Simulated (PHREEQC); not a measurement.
Dissolve 0.22 mol NaHSO4, 0.24 mol Na2CO3 and 0.021 mol KCl per kg of water at 20 °C. Closed to the air; pH follows from the charge balance.

The numbers come from PHREEQC with the ion-association model, phreeqc.dat.

```json
[
 {"quantity": "pH", "before": "8.47", "after": "7.74"},
 {"quantity": "ionic strength (mol/kgw)", "before": "0.752", "after": "0.761"},
 {"quantity": "Na+ (mol/kgw)", "before": "0.585", "after": "0.586"},
 {"quantity": "HCO3- (mol/kgw)", "before": "0.192", "after": "0.203"},
 {"quantity": "NaHCO3 (mol/kgw)", "before": "0.0265", "after": "0.0280"},
 {"quantity": "K+ (mol/kgw)", "before": "0.0183", "after": "0.0181"}
]
```

### Question
Name the change that produced these shifts.
A) KCl from 0.021 to 0.105 mol/kgw
B) 0.1 mol/kgw Na3PO4 added
C) KCl replaced by KHSO4 at the same molality
D) KCl from 0.021 to 0.0231 mol/kgw
E) diluted 10-fold with water

### Answer
C, KCl replaced by KHSO4 at the same molality

No solid was allowed to form. The ionic strength passes 0.7 mol/kgw, the rough limit of the ion-association models, in every such run.
